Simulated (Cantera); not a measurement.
Feed: 1 mol CH3SiCl3, 0.028 mol HCl, 6.1 mol H2, held at 2050 K and 39.8 Torr.

Equilibrium computed with Cantera from the NASA thermochemical tables; the gas is ideal and each condensed phase is pure. Candidate condensed phases: C, C6H6, C7H8, C8H18, Si, SiC; 109 gas species. The feed counts by its element totals alone. The tables' values for SiCl3, SiCl are old estimates; treat these amounts as uncertain. The numbers say what is thermodynamically allowed, not how fast it happens.

Base state: H2 0.680, HCl 0.290, SiCl2 0.0183, H 0.00813, Cl 0.00256, C2H2 (acetylene) 0.000722, SiCl3 0.000287, SiCl 0.000182 (mole fractions); condensed: C(graphite) + SiC(s).

Question: What changes in the equilibrium state with this change: temperature from 2050 K to 1323 K?

Answer: 
| species | before | after |
|---|---|---|
| H2 | 0.680 | 0.683 |
| HCl | 0.290 | 0.309 |
| SiCl4 | 4.79e-6 | 0.00430 |
| SiCl2 | 0.0183 | 0.00127 |
| H | 0.00813 | 5.69e-6 |
| Si | 9.57e-5 | <1e-9 |
| SiCl | 0.000182 | 1.93e-9 |
| SiH | 1.10e-5 | <1e-9 |
| C2H2 (acetylene) | 0.000722 | 5.64e-7 |
| Cl | 0.00256 | 2.16e-6 |
| C(graphite), mol | 0.160 | 0.0626 |
| SiC(s), mol | 0.826 | 0.936 |
The tables' values for SiCl3 are old estimates; treat these amounts as uncertain.
